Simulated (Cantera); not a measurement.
A Cantera script and its output.

```python
import numpy as np
import cantera as ct

gas = ct.Solution("gri30.yaml", transport_model="multicomponent")
show = ['N2', 'CO2', 'OH']

rows = []
print(f"{'T/K':>7s}{'rho':>11s}{'cp':>10s}{'mu':>11s}{'lambda':>11s}{'Pr':>7s}" + "".join(f"{'D_' + s:>11s}" for s in show))
for T in [400, 550, 700, 850, 1000, 1150, 1300]:
    gas.TPX = T, 51, {'H2': 0.69, 'N2': 0.81, 'C2H6': 0.28}
    Pr = gas.cp_mass * gas.viscosity / gas.thermal_conductivity
    D = [gas.mix_diff_coeffs_mole[gas.species_index(s)] for s in show]
    rows.append([gas.density, gas.cp_mass, gas.viscosity, gas.thermal_conductivity, Pr, *D])
    print(f"{T:7g}{gas.density:11.4e}{gas.cp_mass:10.1f}{gas.viscosity:11.4e}"
          f"{gas.thermal_conductivity:11.4e}{Pr:7.3f}" + "".join(f"{d:11.4e}" for d in D))
print("SI units: kg/m3, J/kg/K, Pa s, W/m/K, m2/s")
```

It prints:

```
    T/K        rho        cp         mu     lambda     Pr       D_N2      D_CO2       D_OH
    400 2.8001e-04    1913.5 1.8795e-05 7.4634e-02  0.482 1.1588e-01 6.8306e-02 1.3166e-01
    550 2.0364e-04    2086.4 2.3756e-05 9.7720e-02  0.507 2.0161e-01 1.2060e-01 2.2709e-01
    700 1.6000e-04    2244.6 2.8149e-05 1.2021e-01  0.526 3.0447e-01 1.8365e-01 3.4133e-01
    850 1.3177e-04    2387.0 3.2155e-05 1.4301e-01  0.537 4.2293e-01 2.5641e-01 4.7277e-01
   1000 1.1200e-04    2513.7 3.5876e-05 1.6526e-01  0.546 5.5588e-01 3.3815e-01 6.2024e-01
   1150 9.7393e-05    2618.9 3.9376e-05 1.8747e-01  0.550 7.0249e-01 4.2831e-01 7.8286e-01
   1300 8.6155e-05    2709.3 4.2698e-05 2.0931e-01  0.553 8.6209e-01 5.2647e-01 9.5990e-01
SI units: kg/m3, J/kg/K, Pa s, W/m/K, m2/s
```

Computed with Cantera and GRI-Mech 3.0 (53 species, 325 reactions). The composition is frozen, though it would react at the higher temperatures.
